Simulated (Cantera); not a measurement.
Source: NASA polynomial tables (part measured, part estimated), evaluated in Cantera. Values are per mole of reaction as written; species without (g) are pure solids or liquids, kept so even where they would boil at 1 bar.

NO(g) + Si → N(g) + SiO(g), with ΔH° = 281.0 kJ and ΔS° = 135.3 J/K at 300 K.

### Question
How far is the shortcut ΔG° ≈ ΔH°(300 K) − T·ΔS°(300 K) from the full temperature-dependent value at 950, 1100, 1250, 1400, 1550, 1700, 1850, 2000, 2150 K?

### Answer
```tsv
T (K)	shortcut (kJ)	full (kJ)	difference (kJ)	difference in log10 K	condensed phases
950	152.4	152.7	-0.3	0.02	Si(s)
1100	132.1	132.7	-0.6	0.03	Si(s)
1250	111.8	112.8	-0.9	0.04	Si(s)
1400	91.5	92.9	-1.4	0.05	Si(s)
1550	71.2	73.2	-1.9	0.07	Si(s)
1700	50.9	53.8	-2.9	0.09	Si(l)
1850	30.6	38.7	-8.1	0.23	Si(l)
2000	10.3	23.7	-13.3	0.35	Si(l)
2150	-10.0	8.7	-18.7	0.45	Si(l)
```
The shortcut ignores heat capacities and the phase changes listed.
